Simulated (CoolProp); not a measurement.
A simple Rankine cycle with R245fa: condensing at 294.15 K, boiler at 1.43 MPa, turbine inlet 393.6 K, turbine efficiency 0.6, pump efficiency 0.8, no recuperator. Each further row changes one setting.

Values from CoolProp's reference Helmholtz-energy equation of state, Akasaka 2015.

```
case                             thermal efficiency (%)  net work (kJ/kg)  heat in (kJ/kg)  turbine exit temperature (K)  volume ratio over the turbine
-------------------------------  ----------------------  ----------------  ---------------  ----------------------------  -----------------------------
as stated                                          10.3              27.7              269                         345.9                           12.2
turbine inlet 413.6 K                              10.3              30.2              294                         368.4                           11.8
condensing temperature 286.15 K                    11.2              31.4              280                         341.4                           16.6
boiler pressure 1 MPa                               9.1              25.1              277                         356.5                           8.05
turbine efficiency 0.5                              8.5              22.9              269                         350.9                           12.4
```
